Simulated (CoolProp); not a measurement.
Model: reference Helmholtz-energy equation of state, Lemmon 2006, in CoolProp. It is a short technical equation, of lower accuracy than the large ones.

Question: For C2F6 (R116), give the phase and the cp (kJ/(kg K)), speed of sound (m/s), conductivity (mW/(m K)) at 260.6 K and 0.145 bar; 260.6 K and 2.57 bar; 260.6 K and 20.1 bar.

Answer: 
- 260.6 K and 0.145 bar: gas; cp 0.710, speed of sound 131, conductivity 11.9
- 260.6 K and 2.57 bar: gas; cp 0.730, speed of sound 126, conductivity 12.0
- 260.6 K and 20.1 bar: liquid; cp 1.21, speed of sound 287, conductivity 51.0

Thermal conductivity comes from a separate model (Huber 2003), an estimate that may be off by 10 % or more.
